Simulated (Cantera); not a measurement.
Input (Python, Cantera):

```python
import numpy as np
import cantera as ct

gas = ct.Solution("gri30.yaml")
gas.TPX = 1273, 4300, {'N2O': 1, 'H2O': 0.029}
reactor = ct.IdealGasConstPressureReactor(gas, energy="off", clone=False)
net = ct.ReactorNet([reactor])
net.rtol, net.atol = 1e-08, 1e-18
show = ['N2O', 'H2O', 'NO2', 'H2O2', 'O2', 'OH', 'NO']
times = np.geomspace(1e-05, 200, 15)

steps = ct.SolutionArray(gas, extra=["t"])
rows = []
print(f"{'t/s':>10s}{'T/K':>9s}{'P/Pa':>11s}" + "".join(f"{s:>11s}" for s in show))
for t in times:
    while net.time < t:
        t_next = net.step()
        steps.append(gas.state, t=t_next)
    rows.append([np.interp(t, steps.t, y) for y in (steps.T, steps.P, *steps(*show).X.T)])
    print(f"{t:10.3e}{rows[-1][0]:9.1f}{rows[-1][1]:11.4g}" + "".join(f"{x:11.3e}" for x in rows[-1][2:]))
rate = np.gradient(steps.T, steps.t)
print("integrator steps:", len(steps.t))
if steps.T.max() > steps.T[0] + 200:
    print(f"time of steepest temperature rise: {steps.t[rate.argmax()]:.4e} s")
gas.TPX = 1273, 4300, {'N2O': 1, 'H2O': 0.029}
gas.equilibrate("TP")
print(f"equilibrium (TP): T = {gas.T:.1f} K  " + "  ".join(f"{s} {gas[s].X[0]:.3e}" for s in show))
```

Output:

```
       t/s      T/K       P/Pa        N2O        H2O        NO2       H2O2         O2         OH         NO
 1.000e-05   1273.0       4300  9.718e-01  2.818e-02  7.053e-18  2.801e-18  2.022e-08  1.649e-09  6.377e-09
 3.323e-05   1273.0       4300  9.718e-01  2.818e-02  7.646e-16  3.289e-16  2.084e-07  1.696e-08  6.572e-08
 1.104e-04   1273.0       4300  9.718e-01  2.818e-02  7.308e-14  3.470e-14  1.857e-06  1.503e-07  5.857e-07
 3.669e-04   1273.0       4300  9.718e-01  2.818e-02  1.006e-11  2.881e-12  1.182e-05  9.371e-07  3.728e-06
 1.219e-03   1273.0       4300  9.716e-01  2.818e-02  1.881e-09  1.838e-10  5.010e-05  3.669e-06  1.578e-05
 4.051e-03   1273.0       4300  9.712e-01  2.817e-02  2.128e-07  1.313e-08  1.784e-04  1.003e-05  5.566e-05
 1.346e-02   1273.0       4300  9.697e-01  2.815e-02  7.866e-06  1.220e-07  6.151e-04  1.777e-05  1.803e-04
 4.472e-02   1273.0       4300  9.646e-01  2.810e-02  6.633e-05  6.550e-08  2.079e-03  2.340e-05  5.573e-04
 1.486e-01   1273.0       4300  9.481e-01  2.794e-02  2.592e-04  2.664e-08  6.883e-03  2.846e-05  1.759e-03
 4.938e-01   1273.0       4300  8.962e-01  2.745e-02  5.074e-04  8.493e-09  2.215e-02  3.335e-05  5.732e-03
 1.641e+00   1273.0       4300  7.494e-01  2.606e-02  5.560e-04  2.818e-09  6.573e-02  3.654e-05  1.726e-02
 5.452e+00   1273.0       4300  4.388e-01  2.311e-02  3.556e-04  1.624e-09  1.583e-01  3.596e-05  4.155e-02
 1.811e+01   1273.0       4300  9.952e-02  1.990e-02  1.136e-04  1.198e-09  2.597e-01  3.225e-05  6.741e-02
 6.019e+01   1273.0       4300  2.775e-03  1.899e-02  8.846e-05  3.168e-10  2.893e-01  1.551e-05  7.330e-02
 2.000e+02   1273.0       4300  1.932e-06  1.896e-02  2.153e-04  9.432e-11  2.903e-01  7.945e-06  7.313e-02
integrator steps: 1807
equilibrium (TP): T = 1273.0 K  N2O 4.798e-09  H2O 1.896e-02  NO2 1.183e-06  H2O2 9.982e-11  O2 3.268e-01  OH 8.172e-06  NO 3.779e-04
```

Detailed kinetics in Cantera: GRI-Mech 3.0 (53 species, 325 reactions). GRI-Mech 3.0 was tuned for natural gas; its chemistry of N2O as a main component is partial and can be far from experiment. Radical loss at walls, strong at low pressure, is not modelled. The mechanism lacks the step 2 NO + O2 → 2 NO2, which can matter for NO2 below about 1400 K. The temperature is held fixed by assumption; the heat of reaction is taken as removed at once.
